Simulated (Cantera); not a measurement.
# Ignition delay

Mixture: 15.9 % CH4, 17.6 % O2, 66.5 % N2, equivalence ratio 1.8, at 37.5 atm, adiabatic and at constant pressure. Ignition delay is the time to a rise of 400 K.

Model: GRI-Mech 3.0 (53 species, 325 reactions), integrated in Cantera. The pressure lies above the range GRI-Mech 3.0 was tuned for (to about 10 atm).

```tsv
T0 (K)	delay (ms)
1100	4.95
1175	1.83
1250	0.768
1325	0.350
1400	0.169
1475	0.0856
1550	0.0447
```

```json
{
 "apparent activation energy between 1400 and 1550 K": "160 kJ/mol"
}
```
